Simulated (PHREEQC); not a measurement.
0.1 mol of Bromyrite (AgBr) is brought to equilibrium with 1 kg of water, with rising amounts of ZnBr2, at 25 °C. Oxygen alone is held at its pressure in air (log pO2 = -0.68). No CO2 enters from the air. The run lets Bromyrite, Zn(OH)2-e, Ag2O precipitate or redissolve, and no other solid.

Model: ion-association model with all activity coefficients set to 1, wateq4f.dat, run in PHREEQC.

```tsv
ZnBr2 added (mol)	pH	dissolved Ag (mol/kgw)	AgBr3-2 (mol/kgw)	Zn+2 (mol/kgw)	ZnBr+ (mol/kgw)	AgBr2- (mol/kgw)
0	7.00	7.42e-7	0	0	0	7.50e-12
0.0208	5.32	9.04e-7	4.71e-7	0.0206	0.000224	4.23e-7
0.0417	5.17	2.73e-6	1.87e-6	0.0408	0.000884	8.44e-7
0.0625	5.09	5.42e-6	4.16e-6	0.0604	0.00195	1.26e-6
0.0833	5.03	8.97e-6	7.29e-6	0.0797	0.00341	1.67e-6
0.104	4.98	1.33e-5	1.12e-5	0.0983	0.00522	2.07e-6
0.125	4.95	1.85e-5	1.60e-5	0.117	0.00741	2.47e-6
0.146	4.92	2.44e-5	2.16e-5	0.135	0.00993	?
0.167	4.89	3.11e-5	?	0.153	0.0128	3.25e-6
0.188	4.87	3.85e-5	3.48e-5	0.170	0.0159	?
0.208	4.85	4.61e-5	4.21e-5	0.186	0.0191	4.00e-6
0.229	4.83	5.47e-5	5.03e-5	?	0.0227	4.37e-6
0.25	4.81	6.39e-5	5.92e-5	0.218	0.0266	4.74e-6
```

Q: Fill in the missing entries.

A: 
- 0.146, AgBr2- (mol/kgw): 2.86e-6
- 0.167, AgBr3-2 (mol/kgw): 2.78e-5
- 0.188, AgBr2- (mol/kgw): 3.64e-6
- 0.229, Zn+2 (mol/kgw): 0.202
